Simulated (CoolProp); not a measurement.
50 sccm (0 °C, 1 atm) of nitrogen bubbles through liquid n-octane at 302.1 K and leaves saturated at a total pressure of 0.0421 MPa (ideal gas phase). Each further row changes one setting.

Values from CoolProp's reference Helmholtz-energy equation of state, Beckmüller 2019.

```csv
case,vapour pressure (kPa),mole fraction of vapour,delivery (mg/min),delivery (sccm),change of delivery for a bath 1 K warmer (%)
as stated,2.33,___,___,___,___
bath temperature 307.1 K,___,___,___,3.90,5.8
total pressure 0.0842 MPa,2.33,0.0277,7.26,___,5.8
```

Q: Some entries are withheld; supply them.

A: 
- as stated, mole fraction of vapour: 0.0554
- as stated, delivery (mg/min): 14.9
- as stated, delivery (sccm): 2.93
- as stated, change of delivery for a bath 1 K warmer (%): 5.9
- bath temperature 307.1 K, vapour pressure (kPa): 3.05
- bath temperature 307.1 K, mole fraction of vapour: 0.0724
- bath temperature 307.1 K, delivery (mg/min): 19.9
- total pressure 0.0842 MPa, delivery (sccm): 1.42
